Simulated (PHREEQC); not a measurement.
1 kg of water holding 0.29 mol/kgw K2SO4, 0.09 mol/kgw KHCO3 and 0.037 mol/kgw KCl is evaporated at 25 °C; the solids stay in contact with the brine. CO2 is held at log p = -3.4 (atm). The run lets Arcanite, Kalicinite, Misenite, Sylvite precipitate or redissolve, and no other solid.

The series has 28 steps of water left (kg), from 1 to 0.005399.

Model: Pitzer model, pitzer.dat, run in PHREEQC.

Which solids form, in which order, and at which step of the series does each first stand?

Arcanite from water left = 0.4568 kg (pH 9.75); Sylvite from water left = 0.01408 kg (pH 10.74); Kalicinite from water left = 0.00801 kg (pH 10.95).
